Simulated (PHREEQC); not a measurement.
## Hard or scaling water: an equilibrium model

Make-up at 25 °C: 2.2 mmol/kgw CaSO4, 11 mmol/kgw Na2SO4 and 0.0007 mmol/kgw H4SiO4. Closed to the air; pH follows from the charge balance.

All values are PHREEQC results (Pitzer model, pitzer.dat), not measurements.

Each row changes one thing in this solution. No solid was allowed to form.

| case | HSO4- (mol/kgw) | H3SiO4- (mol/kgw) | SI of SiO2(a) (SiO2) | SI of Mirabilite (Na2SO4:10H2O) |
|---|---|---|---|---|
| as made | 5.48e-8 | 1.57e-9 | -3.49 | -4.47 |
| CaSO4 from 0.0022 to 0.0033 mol/kgw | 5.66e-8 | 1.59e-9 | -3.49 | -4.46 |
| CaSO4 left out | 5.08e-8 | 1.53e-9 | -3.49 | -4.50 |
| temperature from 25 to 65 °C | 4.52e-7 | 1.77e-9 | -3.79 | -5.73 |
| Na2SO4 from 0.011 to 0.0099 mol/kgw | 5.16e-8 | 1.54e-9 | -3.49 | -4.59 |
| temperature from 25 to 30 °C | 7.36e-8 | 1.58e-9 | -3.54 | -4.69 |
| H4SiO4 replaced by K2SiO3 at the same molality | 5.98e-9 | 1.41e-8 | -3.50 | -4.47 |

Away from 25 °C the constants follow the database's enthalpies or fits; those with neither stay at their 25 °C values.
